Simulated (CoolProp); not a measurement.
Computed with CoolProp (reference Helmholtz-energy equation of state, Lemmon 2022).

Question: Give the vapour pressure (MPa), liquid density (kg/m³), liquid viscosity (µPa s) of saturated R1234yf at -3.95, 4.05, 27.95 °C.

Answer: 
```tsv
T (°C)	p (MPa)	liquid density (kg/m³)	liquid viscosity (µPa s)
-3.95	0.276	1190	208
4.05	0.362	1160	188
27.95	0.741	1080	140
```

Viscosity comes from a separate model (Bell 2016), an estimate that may be off by 10 % or more.
